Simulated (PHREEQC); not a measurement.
A column of 0.5 m (40 cells, dispersivity 0.025 m, 60 s a shift, diffusion coefficient 3e-10 m²/s) holds 0.2 eq of the database's cation exchanger X per kg of pore water, first in equilibrium with 0.0012 mol/kgw KCl, 0.017 mol/kgw (NH4)2SO4 and 1e-05 mol/kgw HCl. It is flushed with 10 mmol/kgw MnCl2, 38 mmol/kgw LiCl, 48 mmol/kgw Na2SO4 and 0.01 mmol/kgw HCl, at 15 °C. Values are for the last cell. No CO2 enters from the air. Precipitation was switched off in this run.

Base run: PHREEQC, ion-association model, phreeqc.dat. Each further column changes one thing. The table gives Na in solution (mol/kgw).

```tsv
pore volumes	base	exchange capacity from 0.2 to 0.1 eq/kgw	dispersivity from 0.025 to 0.05 m
0	0	0	0
0.6125	2.02e-5	[?]	[?]
1.062	0.0126	0.0265	[?]
1.663	0.0502	0.0698	[?]
2.263	0.0704	0.0865	[?]
2.712	0.0792	0.0921	0.0786
3.312	0.0868	0.0954	0.0854
3.913	0.0916	0.0962	[?]
4.362	0.0939	0.0962	0.0919
4.963	0.0957	0.0961	0.0939
```

Some entries are withheld; supply them.


- 0.6125, exchange capacity from 0.2 to 0.1 eq/kgw: 0.000346
- 0.6125, dispersivity from 0.025 to 0.05 m: 0.000731
- 1.062, dispersivity from 0.025 to 0.05 m: 0.0200
- 1.663, dispersivity from 0.025 to 0.05 m: 0.0527
- 2.263, dispersivity from 0.025 to 0.05 m: 0.0707
- 3.913, dispersivity from 0.025 to 0.05 m: 0.0897
